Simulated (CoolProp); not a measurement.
Vapour-liquid equilibrium of CHF3 (R23) (1) + sulfur hexafluoride (2) at 7.89 bar; x and y are mole fractions of (1).

The numbers come from the multi-fluid Helmholtz-energy mixture model, Penoncello 2003 and Guder 2009; pair parameters Bell 2016 in CoolProp.

```csv
x,bubble temperature (K),y at the bubble point,dew temperature at overall composition x (K),liquid density (mol/L)
0.05,251.7,0.180,255.9,11.72
0.15,244.6,0.387,252.7,12.28
0.25,240.8,0.495,249.3,12.76
0.35,238.5,0.564,245.9,13.24
0.45,237.1,0.616,242.3,13.76
0.55,236.1,0.663,239.0,14.34
0.65,235.5,0.711,236.4,14.99
0.75,235.1,0.768,235.2,15.72
0.85,235.1,0.839,235.1,16.54
0.95,235.6,0.936,235.7,17.45
```

y crosses x between x = 0.75 and 0.85: the model has an azeotrope there.

The pair parameters rest on a limited set of measurements; away from them the model extrapolates.
